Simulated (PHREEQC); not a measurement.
Consider water at 80 °C with 0.003 mol CdCl2, 0.00014 mol NaOH and 4.9e-05 mol MnSO4 per kg of water. Closed to the air; pH follows from the charge balance.

Computed with PHREEQC (ion-association model, wateq4f.dat).

### Question
The ionic strength comes out as 0.00737 mol/kgw. What activity coefficients do Na+, CdOH+, Mn+2, CdCl+, Cl- get?

### Answer
Na+ 0.91, CdOH+ 0.90, Mn+2 0.68, CdCl+ 0.90, Cl- 0.90.

This is a speciation only: nothing precipitates in the calculation. At this temperature some constants are extrapolated from 25 °C, and those without enthalpy data are left unchanged.
